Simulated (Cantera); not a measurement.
# Stirred combustor or abatement burner

A perfectly stirred reactor is fed with CH4 : O2 : N2 = 1 : 1.82 : 17.6 (molar parts), equivalence ratio 1.1, at 0.280 bar; it is adiabatic with a 425 K inlet, and is followed from long to short residence time, starting on the burning branch (τ in s: 0.22, 0.11, 0.051, 0.025, 0.012, 0.0057, 0.0027, 0.0013, 0.00063, 0.0003, 0.00014, 6.9e-05, 3.3e-05).

Detailed kinetics in Cantera: GRI-Mech 3.0 (53 species, 325 reactions).

| τ (s) | T (K) | x CH4 | x O2 | x HCN | x CH2O | x NO2 |
|---|---|---|---|---|---|---|
| 0.22 | 1428 | 5.09e-5 | 0.000472 | 6.36e-6 | 2.42e-6 | 1.51e-10 |
| 0.11 | 1421 | 7.36e-5 | 0.000755 | 6.09e-6 | 3.48e-6 | 1.97e-10 |
| 0.051 | 1410 | 0.000120 | 0.00128 | 5.56e-6 | 5.53e-6 | 2.45e-10 |
| 0.025 | 1395 | 0.000207 | 0.00216 | 4.83e-6 | 9.19e-6 | 2.75e-10 |
| 0.012 | 425 | 0.0490 | 0.0891 | <1e-12 | <1e-12 | <1e-12 |
| 0.0057 | 425 | 0.0490 | 0.0891 | <1e-12 | <1e-12 | <1e-12 |
| 0.0027 | 425 | 0.0490 | 0.0891 | <1e-12 | <1e-12 | <1e-12 |
| 0.0013 | 425 | 0.0490 | 0.0891 | <1e-12 | <1e-12 | <1e-12 |
| 0.00063 | 425 | 0.0490 | 0.0891 | <1e-12 | <1e-12 | <1e-12 |
| 0.00030 | 425 | 0.0490 | 0.0891 | <1e-12 | <1e-12 | <1e-12 |
| 0.00014 | 425 | 0.0490 | 0.0891 | <1e-12 | <1e-12 | <1e-12 |
| 6.9e-5 | 425 | 0.0490 | 0.0891 | <1e-12 | <1e-12 | <1e-12 |
| 3.3e-5 | 425 | 0.0490 | 0.0891 | <1e-12 | <1e-12 | <1e-12 |
x: mole fraction; the columns are a selection and need not sum to one.
